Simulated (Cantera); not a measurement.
Input: 1 mol CS₂, 0.066 mol H₂, at 14.0 Pa.

Method: chemical equilibrium by Gibbs-energy minimisation in Cantera with the NASA 1993 tables (ideal gas, pure condensed phases). Candidate condensed phases: C, C₆H₆, C₇H₈, C₈H₁₈, S; 83 gas species. Rates play no part.

Question: Which condensed phases are stable at each of these points (T (K)): 1448, 1548, 1648, 1748, 1848, 1948, 2048, 2148?

Answer: 
```csv
T (K),condensed phases,C condensed (%)
1448,C(graphite),14.2
1548,C(graphite),11.2
1648,C(graphite),2.4
1748,gas only,0.0
1848,gas only,0.0
1948,gas only,0.0
2048,gas only,0.0
2148,gas only,0.0
```

From 1448 K to 1648 K the condensed part is C(graphite). From 1748 K to 2148 K nothing is condensed.
